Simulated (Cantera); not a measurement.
A jet of 4.32 % CH4, 5.80 % O2, 89.9 % N2, equivalence ratio 1.5 at 300 K and 0.270 bar hits a platinum plate 2.4 cm away at a mass flux of 0.12 kg/m²/s; the plate temperature is set and raised in steps from an oxygen-covered start.

Detailed kinetics in Cantera: Deutschmann's 1995 Pt surface mechanism with GRI-Mech 3.0 gas chemistry. Catalytic surfaces can have several steady states; this one follows from the mechanism file's or the stated starting coverage.

One state of this run: wall x CH4 = 0.00680; wall x O2 = 0.00251; wall x H2O = 0.0627; wall x OH = <1e-8; wall x CO = 0.0379; wall x CO2 = 0.000332; θ free Pt = 0.479; θ H* = 0.00159; θ CO* = 0.319; θ C* = 0.201. x: mole fraction at the wall; θ: surface coverage.

Problem. Which value of plate T (K) does it belong to?
A. 950
B. 850
C. 1050
D. 1000

Solution. A, 950
